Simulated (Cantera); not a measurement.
Cantera with NASA thermochemical tables; ideal gases at 1 bar, condensed phases pure. Values are per mole of reaction as written; species without (g) are pure solids or liquids, kept so even where they would boil at 1 bar.

4 F₂(g) + N₂(g) + 2 Cu₂O = 2 NO(g) + 4 CuF₂

```tsv
T (K)	ΔH° (kJ)	ΔS° (J/K)	ΔG° (kJ)	log10 K
1123	-1349.9	-166.3	-1163.1	54.10
1148	-1346.9	-163.7	-1159.0	52.73
1173	[?]	[?]	[?]	[?]
1198	[?]	[?]	[?]	[?]
1223	[?]	[?]	[?]	[?]
1248	-1335.4	-154.1	-1143.1	47.84
```

### Question
What belongs in the gaps?

### Answer

- 1173, ΔH° (kJ): -1344.0
- 1173, ΔS° (J/K): -161.2
- 1173, ΔG° (kJ): -1154.9
- 1173, log10 K: 51.43
- 1198, ΔH° (kJ): -1341.1
- 1198, ΔS° (J/K): -158.7
- 1198, ΔG° (kJ): -1150.9
- 1198, log10 K: 50.18
- 1223, ΔH° (kJ): -1338.2
- 1223, ΔS° (J/K): -156.4
- 1223, ΔG° (kJ): -1147.0
- 1223, log10 K: 48.99
